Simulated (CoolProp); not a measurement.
Properties of acetone along the isotherm 273.9 K.

The numbers come from the reference Helmholtz-energy equation of state, Lemmon 2006 in CoolProp. It is a short technical equation, of lower accuracy than the large ones.

| p (MPa) | phase | Joule-Thomson coefficient (K/MPa) | isothermal compressibility (1/MPa) | expansivity (1/kK) | fugacity coefficient |
|---|---|---|---|---|---|
| 0.0223 | liquid | -0.3739 | 0.001045 | 1.336 | 0.4286 |
| 0.0376 | liquid | -0.3739 | 0.001045 | 1.336 | 0.2543 |
| 0.0634 | liquid | -0.3740 | 0.001045 | 1.336 | 0.1510 |
| 0.107 | liquid | -0.3740 | 0.001044 | 1.336 | 0.08957 |
| 0.181 | liquid | -0.3741 | 0.001043 | 1.335 | 0.05307 |
| 0.305 | liquid | -0.3743 | 0.001042 | 1.334 | 0.03162 |
| 0.514 | liquid | -0.3746 | 0.001039 | 1.332 | 0.01889 |
| 0.868 | liquid | -0.3751 | 0.001035 | 1.329 | 0.01131 |
| 1.46 | liquid | -0.3759 | 0.001028 | 1.324 | 0.006849 |
| 2.47 | liquid | -0.3772 | 0.001016 | 1.315 | 0.004179 |
| 4.17 | liquid | -0.3793 | 0.0009974 | 1.300 | 0.002611 |
| 7.04 | liquid | -0.3828 | 0.0009673 | 1.277 | 0.001691 |
